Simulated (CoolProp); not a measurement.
Saturated liquid density (kg/m³) of ethylene: the reference equation beside estimates from Tc = 282.4 K, pc = 5042 kPa, ω = 0.087. Rackett uses Z = 0.29056 − 0.08775 ω.

Computed with CoolProp (reference Helmholtz-energy equation of state, Smukala 2000).

```
T (K)  reference  Rackett  van der Waals  Redlich-Kwong  Soave-Redlich-Kwong  Peng-Robinson
-----  ---------  -------  -------------  -------------  -------------------  -------------
176.6      557.2    552.5          364.8          535.3                536.7          606.5
180.4      551.6    547.1          361.2          529.1                530.8          600.1
184.1      546.1    541.7          357.7          522.8                524.9          593.7
187.9      540.3    536.0          353.9          516.3                518.7          586.8
191.7      534.4    530.3          350.1          509.5                512.2          579.8
195.5      528.4    524.4          346.1          502.6                505.6          572.4
199.3      522.4    518.5          342.1          495.4                498.8          564.9
203.1      516.1    512.4          338.0          488.1                491.7          557.0
```

Absolute difference from the reference over all 8 rows, mean and median: Rackett 0.8 and 0.8 %, van der Waals 34.5 and 34.5 %, Redlich-Kwong 4.6 and 4.6 %, Soave-Redlich-Kwong 4.1 and 4.1 %, Peng-Robinson 8.5 and 8.6 %.
